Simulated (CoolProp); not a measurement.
A simple Rankine cycle with cyclohexane: condensing at 317.15 K, boiler at 0.881 MPa, turbine inlet 462.8 K, turbine efficiency 0.6, pump efficiency 0.7, no recuperator. Each further row changes one setting.

The numbers come from the reference Helmholtz-energy equation of state, Zhou 2014 in CoolProp.

```tsv
case	thermal efficiency (%)	net work (kJ/kg)	heat in (kJ/kg)	turbine exit temperature (K)	volume ratio over the turbine
as stated	?	79.3	610	?	31.7
turbine inlet 482.8 K	?	?	656	?	31.1
condensing temperature 309.15 K	13.8	86.4	626	?	43.3
boiler pressure 0.617 MPa	?	73.4	619	418.1	21.3
turbine efficiency 0.5	10.8	65.8	610	417.8	32.2
```

### Question
Some entries are withheld; supply them.

### Answer

- as stated, thermal efficiency (%): 13.0
- as stated, turbine exit temperature (K): 410.6
- turbine inlet 482.8 K, thermal efficiency (%): 12.8
- turbine inlet 482.8 K, net work (kJ/kg): 84.0
- turbine inlet 482.8 K, turbine exit temperature (K): 432.1
- condensing temperature 309.15 K, turbine exit temperature (K): 406.6
- boiler pressure 0.617 MPa, thermal efficiency (%): 11.9
